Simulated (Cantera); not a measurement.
A Cantera script and what it prints.

```python
import numpy as np
import cantera as ct

gas_names = [...]  # 91 gases of nasa_gas.yaml made of C, Cl, H
cond_names = """
    C(gr) C6H6(L) C7H8(L) C8H18(L),n-octa
""".split()


# ... load() reads the species with a 1 bar reference pressure and builds the phases ...
atoms = {
    'CCl4': {'C': 1, 'CL': 4},
    'H2': {'H': 2},
}
top_T = {'C(gr)': 4500}  # K; cautious upper limits of use, not melting points


# ... equilibrate(T, P, feed) seeds the gas with the atoms and calls Mixture.equilibrate('TP', solver="vcs", rtol=1e-11, max_steps=5000) ...
results = []
T = 723.15  # K
P = 10  # Pa
for m in [0.33, 1.2, 2.1, 3, 3.9, 4.8, 5.7, 6.6, 7.5, 8.4, 9.3]:
    feed = {'CCl4': 1, 'H2': m}  # mol
    mix = equilibrate(T, P, feed)
    results.append((T, P, feed, dict(zip(mix.species_names, mix.species_moles))))
    x = sorted(zip(gas.X, gas.species_names), reverse=True)
    print(f"T = {T:g} K  P = {P:g} Pa  n(H2) = {m:g} mol  gas = {mix.phase_moles(0):.4g} mol")
    print("   x: " + "  ".join(f"{s} {v:.3e}" for v, s in x if v > 0.0001))
    print("   condensed (mol): " + ("  ".join(f"{mix.phase(i).name} {mix.phase_moles(i):.4g}"
          for i in range(1, mix.n_phases) if mix.phase_moles(i) > 1e-12) or "none"))
```

Output:

```
T = 723.15 K  P = 10 Pa  n(H2) = 0.33 mol  gas = 2.33 mol
   x: CL2 7.166e-01  HCL 2.833e-01  CL 1.102e-04
   condensed (mol): C(gr) 0.9999
T = 723.15 K  P = 10 Pa  n(H2) = 1.2 mol  gas = 3.2 mol
   x: HCL 7.500e-01  CL2 2.500e-01
   condensed (mol): C(gr) 1
T = 723.15 K  P = 10 Pa  n(H2) = 2.1 mol  gas = 4.1 mol
   x: HCL 9.756e-01  H2 2.439e-02
   condensed (mol): C(gr) 1
T = 723.15 K  P = 10 Pa  n(H2) = 3 mol  gas = 5 mol
   x: HCL 8.000e-01  H2 2.000e-01
   condensed (mol): C(gr) 0.9999
T = 723.15 K  P = 10 Pa  n(H2) = 3.9 mol  gas = 5.9 mol
   x: HCL 6.780e-01  H2 3.219e-01
   condensed (mol): C(gr) 0.9997
T = 723.15 K  P = 10 Pa  n(H2) = 4.8 mol  gas = 6.799 mol
   x: HCL 5.883e-01  H2 4.116e-01
   condensed (mol): C(gr) 0.9994
T = 723.15 K  P = 10 Pa  n(H2) = 5.7 mol  gas = 7.699 mol
   x: HCL 5.195e-01  H2 4.803e-01  CH4 1.228e-04
   condensed (mol): C(gr) 0.9991
T = 723.15 K  P = 10 Pa  n(H2) = 6.6 mol  gas = 8.599 mol
   x: H2 5.347e-01  HCL 4.652e-01  CH4 1.521e-04
   condensed (mol): C(gr) 0.9987
T = 723.15 K  P = 10 Pa  n(H2) = 7.5 mol  gas = 9.498 mol
   x: H2 5.787e-01  HCL 4.211e-01  CH4 1.782e-04
   condensed (mol): C(gr) 0.9983
T = 723.15 K  P = 10 Pa  n(H2) = 8.4 mol  gas = 10.4 mol
   x: H2 6.151e-01  HCL 3.847e-01  CH4 2.013e-04
   condensed (mol): C(gr) 0.9979
T = 723.15 K  P = 10 Pa  n(H2) = 9.3 mol  gas = 11.3 mol
   x: H2 6.457e-01  HCL 3.541e-01  CH4 2.219e-04
   condensed (mol): C(gr) 0.9975
```

Method: chemical equilibrium by Gibbs-energy minimisation in Cantera with the NASA 1993 tables (ideal gas, pure condensed phases).
